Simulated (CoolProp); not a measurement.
Vapour pressure (MPa) of methane: the reference equation beside estimates from Tc = 190.6 K, pc = 4.599 MPa, ω = 0.011.

The numbers come from the reference Helmholtz-energy equation of state, Setzmann 1991 in CoolProp.

```json
[
 {"T (K)": "108", "reference": "0.07410", "Lee-Kesler": "0.07272", "van der Waals": "0.2852", "Redlich-Kwong": "0.05040", "Soave-Redlich-Kwong": "(withheld)"},
 {"T (K)": "110.9", "reference": "0.09508", "Lee-Kesler": "0.09359", "van der Waals": "0.3342", "Redlich-Kwong": "0.06784", "Soave-Redlich-Kwong": "0.09230"},
 {"T (K)": "113.9", "reference": "0.1213", "Lee-Kesler": "0.1198", "van der Waals": "0.3908", "Redlich-Kwong": "0.09044", "Soave-Redlich-Kwong": "0.1184"},
 {"T (K)": "116.9", "reference": "0.1528", "Lee-Kesler": "(withheld)", "van der Waals": "0.4535", "Redlich-Kwong": "0.1184", "Soave-Redlich-Kwong": "0.1498"},
 {"T (K)": "119.9", "reference": "0.1901", "Lee-Kesler": "0.1886", "van der Waals": "0.5227", "Redlich-Kwong": "0.1525", "Soave-Redlich-Kwong": "0.1872"},
 {"T (K)": "122.9", "reference": "(withheld)", "Lee-Kesler": "0.2326", "van der Waals": "0.5988", "Redlich-Kwong": "0.1934", "Soave-Redlich-Kwong": "0.2312"},
 {"T (K)": "125.9", "reference": "0.2848", "Lee-Kesler": "0.2839", "van der Waals": "0.6819", "Redlich-Kwong": "0.2420", "Soave-Redlich-Kwong": "0.2826"},
 {"T (K)": "128.9", "reference": "0.3437", "Lee-Kesler": "0.3430", "van der Waals": "0.7723", "Redlich-Kwong": "0.2991", "Soave-Redlich-Kwong": "0.3421"},
 {"T (K)": "131.9", "reference": "0.4110", "Lee-Kesler": "0.4108", "van der Waals": "0.8702", "Redlich-Kwong": "0.3654", "Soave-Redlich-Kwong": "0.4103"},
 {"T (K)": "134.9", "reference": "0.4876", "Lee-Kesler": "0.4879", "van der Waals": "0.9760", "Redlich-Kwong": "0.4418", "Soave-Redlich-Kwong": "0.4881"},
 {"T (K)": "137.9", "reference": "0.5742", "Lee-Kesler": "0.5749", "van der Waals": "1.090", "Redlich-Kwong": "0.5290", "Soave-Redlich-Kwong": "0.5762"},
 {"T (K)": "140.9", "reference": "0.6715", "Lee-Kesler": "0.6727", "van der Waals": "1.212", "Redlich-Kwong": "0.6279", "Soave-Redlich-Kwong": "0.6753"},
 {"T (K)": "143.9", "reference": "0.7803", "Lee-Kesler": "0.7819", "van der Waals": "1.343", "Redlich-Kwong": "0.7391", "Soave-Redlich-Kwong": "0.7862"}
]
```

Problem. Fill in the missing entries.

Solution. 
- 108, Soave-Redlich-Kwong: 0.07154
- 116.9, Lee-Kesler: 0.1513
- 122.9, reference: 0.2339

Absolute difference from the reference over all 13 rows, mean and median: Lee-Kesler 0.6 and 0.3 %, van der Waals 154.2 and 139.4 %, Redlich-Kwong 16.4 and 15.0 %, Soave-Redlich-Kwong 1.3 and 0.8 %.
